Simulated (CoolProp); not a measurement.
Acetone along the isotherm 66.05 °C: Z from the reference equation and from simpler models built on Tc = 235.0 °C, pc = 46.92 bar, ω = 0.307; each cubic takes its own stable root.

The numbers come from the reference Helmholtz-energy equation of state, Lemmon 2006 in CoolProp. It is a short technical equation, of lower accuracy than the large ones.

```json
[
 {"p (bar)": "0.742", "phase": "gas", "reference": "0.9678"},
 {"p (bar)": "1.52", "phase": "liquid", "reference": "0.004247"},
 {"p (bar)": "3.13", "phase": "liquid", "reference": "0.008743"},
 {"p (bar)": "6.42", "phase": "liquid", "reference": "0.01792"},
 {"p (bar)": "13.2", "phase": "liquid", "reference": "0.03680"},
 {"p (bar)": "27.1", "phase": "liquid", "reference": "0.07535"},
 {"p (bar)": "55.6", "phase": "liquid", "reference": "0.1538"},
 {"p (bar)": "114", "phase": "liquid", "reference": "0.3123"},
 {"p (bar)": "235", "phase": "liquid", "reference": "0.6324"}
]
```

Question: How far does each simpler model (Redlich-Kwong, Soave-Redlich-Kwong, Peng-Robinson) lie from the reference over these 9 states: mean and median of the absolute difference, and the worst?

Answer: 
- Redlich-Kwong: mean 2539.2 %, median 33.0 %, worst +22624.3 % at 66.05 °C and 1.52 bar
- Soave-Redlich-Kwong: mean 24.4 %, median 27.4 %, worst +27.7 % at 66.05 °C and 1.52 bar
- Peng-Robinson: mean 11.5 %, median 12.8 %, worst +12.9 % at 66.05 °C and 1.52 bar

At some of these states Redlich-Kwong gives the other phase, because its saturation line lies elsewhere.
